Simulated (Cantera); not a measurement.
Input (Python, Cantera) and output of one run.

```python
import numpy as np
import cantera as ct

gas_names = """
    C CO CO2 C2 C2O C3 C3O2 C4 C5 Fe FeC5O5 FeO O O2 O3
""".split()
cond_names = """
    C(gr) Fe(a) Fe(c) Fe(d) Fe(L) FeC5O5(L) FeO(s) FeO(L) Fe2O3(s) Fe3O4(s)
""".split()


def load(file, names, dense=False):
    # The tables refer to 1 bar. Condensed volumes are neglected.
    table = {s.name: s for s in ct.Species.list_from_file(file)}
    out = []
    for n in names:
        d = dict(table[n].input_data)
        d["thermo"] = dict(d["thermo"], **{"reference-pressure": 1e5})
        if dense:
            d["equation-of-state"] = {"model": "constant-volume", "density": "1e6 g/cm^3"}
        out.append(ct.Species.from_dict(d))
    return out


gas = ct.Solution(thermo="ideal-gas", species=load("nasa_gas.yaml", gas_names))
cond = {s.name: ct.Solution(thermo="fixed-stoichiometry", species=[s], name=s.name)
        for s in load("nasa_condensed.yaml", cond_names, dense=True)}
atoms = {
    'Fe3O4': {'Fe': 3, 'O': 4},
    'CO': {'C': 1, 'O': 1},
}
top_T = {'C(gr)': 4500, 'Fe2O3(s)': 1830, 'Fe3O4(s)': 1870}  # K; cautious upper limits of use, not melting points


def equilibrate(T, P, feed):
    n = {}
    for name, mol in feed.items():
        for a, k in atoms[name].items():
            n[a] = n.get(a, 0.0) + k * mol
    gas.TPX = T, P, n
    mass = sum(n.values()) * gas.mean_molecular_weight
    gas.equilibrate("TP")
    valid = [c for c in cond.values() if c.min_temp <= T <= top_T.get(c.name, c.max_temp)]
    mix = ct.Mixture([(gas, mass / gas.mean_molecular_weight)] + [(c, 0.0) for c in valid])
    mix.T, mix.P = T, P
    mix.equilibrate("TP", solver="vcs", rtol=1e-11, max_steps=5000)
    return mix


results = []
P = 220000  # Pa
for T in [1098, 1198, 1298, 1398, 1498, 1598, 1698, 1798, 1898, 1998, 2098, 2198, 2298, 2398]:
    for m in [1.4, 2.9, 4.5, 6, 7.6, 9.1, 11, 12, 14, 15, 17, 18, 20]:
        feed = {'Fe3O4': 1, 'CO': m}  # mol
        mix = equilibrate(T, P, feed)
        results.append((T, P, feed, dict(zip(mix.species_names, mix.species_moles))))

for T, P, feed, n in results:
    print(f"{T:7g} {feed['CO']:10.4g}  " + (" + ".join(c for c in cond_names if n.get(c, 0) > 1e-12) or "gas only"))
```

It prints:

```
   1098        1.4  FeO(s)
   1098        2.9  FeO(s)
   1098        4.5  FeO(s)
   1098          6  Fe(a) + FeO(s)
   1098        7.6  Fe(a) + FeO(s)
   1098        9.1  Fe(a) + FeO(s)
   1098         11  Fe(a) + FeO(s)
   1098         12  Fe(a) + FeO(s)
   1098         14  Fe(a) + FeO(s)
   1098         15  Fe(a) + FeO(s)
   1098         17  Fe(a) + FeO(s)
   1098         18  Fe(a) + FeO(s)
   1098         20  Fe(a) + FeO(s)
   1198        1.4  FeO(s)
   1198        2.9  FeO(s)
   1198        4.5  FeO(s)
   1198          6  Fe(c) + FeO(s)
   1198        7.6  Fe(c) + FeO(s)
   1198        9.1  Fe(c) + FeO(s)
   1198         11  Fe(c) + FeO(s)
   1198         12  Fe(c) + FeO(s)
   1198         14  Fe(c) + FeO(s)
   1198         15  Fe(c) + FeO(s)
   1198         17  Fe(c) + FeO(s)
   1198         18  Fe(c) + FeO(s)
   1198         20  Fe(c) + FeO(s)
   1298        1.4  FeO(s)
   1298        2.9  FeO(s)
   1298        4.5  FeO(s)
   1298          6  FeO(s)
   1298        7.6  Fe(c) + FeO(s)
   1298        9.1  Fe(c) + FeO(s)
   1298         11  Fe(c) + FeO(s)
   1298         12  Fe(c) + FeO(s)
   1298         14  Fe(c) + FeO(s)
   1298         15  Fe(c) + FeO(s)
   1298         17  Fe(c) + FeO(s)
   1298         18  Fe(c) + FeO(s)
   1298         20  Fe(c) + FeO(s)
   1398        1.4  FeO(s)
   1398        2.9  FeO(s)
   1398        4.5  FeO(s)
   1398          6  FeO(s)
   1398        7.6  Fe(c) + FeO(s)
   1398        9.1  Fe(c) + FeO(s)
   1398         11  Fe(c) + FeO(s)
   1398         12  Fe(c) + FeO(s)
   1398         14  Fe(c) + FeO(s)
   1398         15  Fe(c) + FeO(s)
   1398         17  Fe(c) + FeO(s)
   1398         18  Fe(c) + FeO(s)
   1398         20  Fe(c) + FeO(s)
   1498        1.4  FeO(s)
   1498        2.9  FeO(s)
   1498        4.5  FeO(s)
   1498          6  FeO(s)
   1498        7.6  Fe(c) + FeO(s)
   1498        9.1  Fe(c) + FeO(s)
   1498         11  Fe(c) + FeO(s)
   1498         12  Fe(c) + FeO(s)
   1498         14  Fe(c) + FeO(s)
   1498         15  Fe(c) + FeO(s)
   1498         17  Fe(c) + FeO(s)
   1498         18  Fe(c) + FeO(s)
   1498         20  Fe(c) + FeO(s)
   1598        1.4  FeO(s)
   1598        2.9  FeO(s)
   1598        4.5  FeO(s)
   1598          6  FeO(s)
   1598        7.6  Fe(c) + FeO(s)
   1598        9.1  Fe(c) + FeO(s)
   1598         11  Fe(c) + FeO(s)
   1598         12  Fe(c) + FeO(s)
   1598         14  Fe(c) + FeO(s)
   1598         15  Fe(c) + FeO(s)
   1598         17  Fe(c) + FeO(s)
   1598         18  Fe(c) + FeO(s)
   1598         20  Fe(c) + FeO(s)
   1698        1.4  FeO(L)
   1698        2.9  FeO(L)
   1698        4.5  FeO(L)
   1698          6  FeO(L)
   1698        7.6  FeO(L)
   1698        9.1  Fe(d) + FeO(L)
   1698         11  Fe(d) + FeO(L)
   1698         12  Fe(d) + FeO(L)
   1698         14  Fe(d) + FeO(L)
   1698         15  Fe(d) + FeO(L)
   1698         17  Fe(d) + FeO(L)
   1698         18  Fe(d) + FeO(L)
   1698         20  Fe(d) + FeO(L)
   1798        1.4  FeO(L)
   1798        2.9  FeO(L)
   1798        4.5  FeO(L)
   1798          6  FeO(L)
   1798        7.6  FeO(L)
   1798        9.1  FeO(L)
   1798         11  Fe(d) + FeO(L)
   1798         12  Fe(d) + FeO(L)
   1798         14  Fe(d) + FeO(L)
   1798         15  Fe(d) + FeO(L)
   1798         17  Fe(d) + FeO(L)
   1798         18  Fe(d) + FeO(L)
   1798         20  Fe(d) + FeO(L)
   1898        1.4  FeO(L)
   1898        2.9  FeO(L)
   1898        4.5  FeO(L)
   1898          6  FeO(L)
   1898        7.6  FeO(L)
   1898        9.1  FeO(L)
   1898         11  Fe(L) + FeO(L)
   1898         12  Fe(L) + FeO(L)
   1898         14  Fe(L) + FeO(L)
   1898         15  Fe(L) + FeO(L)
   1898         17  Fe(L) + FeO(L)
   1898         18  Fe(L) + FeO(L)
   1898         20  Fe(L) + FeO(L)
   1998        1.4  FeO(L)
   1998        2.9  FeO(L)
   1998        4.5  FeO(L)
   1998          6  FeO(L)
   1998        7.6  FeO(L)
   1998        9.1  FeO(L)
   1998         11  Fe(L) + FeO(L)
   1998         12  Fe(L) + FeO(L)
   1998         14  Fe(L) + FeO(L)
   1998         15  Fe(L) + FeO(L)
   1998         17  Fe(L) + FeO(L)
   1998         18  Fe(L) + FeO(L)
   1998         20  Fe(L) + FeO(L)
   2098        1.4  FeO(L)
   2098        2.9  FeO(L)
   2098        4.5  FeO(L)
   2098          6  FeO(L)
   2098        7.6  FeO(L)
   2098        9.1  FeO(L)
   2098         11  FeO(L)
   2098         12  Fe(L) + FeO(L)
   2098         14  Fe(L) + FeO(L)
   2098         15  Fe(L) + FeO(L)
   2098         17  Fe(L) + FeO(L)
   2098         18  Fe(L) + FeO(L)
   2098         20  Fe(L) + FeO(L)
   2198        1.4  FeO(L)
   2198        2.9  FeO(L)
   2198        4.5  FeO(L)
   2198          6  FeO(L)
   2198        7.6  FeO(L)
   2198        9.1  FeO(L)
   2198         11  FeO(L)
   2198         12  FeO(L)
   2198         14  Fe(L) + FeO(L)
   2198         15  Fe(L) + FeO(L)
   2198         17  Fe(L) + FeO(L)
   2198         18  Fe(L) + FeO(L)
   2198         20  Fe(L) + FeO(L)
   2298        1.4  FeO(L)
   2298        2.9  FeO(L)
   2298        4.5  FeO(L)
   2298          6  FeO(L)
   2298        7.6  FeO(L)
   2298        9.1  FeO(L)
   2298         11  FeO(L)
   2298         12  FeO(L)
   2298         14  Fe(L) + FeO(L)
   2298         15  Fe(L) + FeO(L)
   2298         17  Fe(L) + FeO(L)
   2298         18  Fe(L) + FeO(L)
   2298         20  Fe(L) + FeO(L)
   2398        1.4  FeO(L)
   2398        2.9  FeO(L)
   2398        4.5  FeO(L)
   2398          6  FeO(L)
   2398        7.6  FeO(L)
   2398        9.1  FeO(L)
   2398         11  FeO(L)
   2398         12  FeO(L)
   2398         14  FeO(L)
   2398         15  Fe(L) + FeO(L)
   2398         17  Fe(L) + FeO(L)
   2398         18  Fe(L) + FeO(L)
   2398         20  Fe(L) + FeO(L)
```

Cantera equilibrium calculation (NASA polynomials, part measured and part estimated; ideal gas, pure solids and liquids). Each liquid is taken as pure. Mutual solubility and eutectic melting of coexisting phases are not modelled. The tables' stoichiometric FeO is somewhat more stable than real wüstite, so its field is too wide. FeO: taken at fixed stoichiometry.
